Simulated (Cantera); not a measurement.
Charge: 1 mol SiC, 0.71 mol O2, 7.6 mol N2, 2 mol N2O, held at 7.50 Torr.

Cantera equilibrium calculation (NASA polynomials, part measured and part estimated; ideal gas, pure solids and liquids). Candidate condensed phases: C, Si, SiC, SiO2, Si2N2O, Si3N4; 34 gas species. The tables hold silica as quartz up to 1696 K and as liquid above; real silica turns to tridymite and cristobalite and melts near 1996 K. Kinetics and transport are ignored.

At 1575 °C, list the 5 most abundant gas species with their mole fractions, and the condensed phases.

N2 0.905, CO 0.0546, CO2 0.0398, SiO 0.000187, NO 2.77e-5. Condensed: SiO2(condensed).
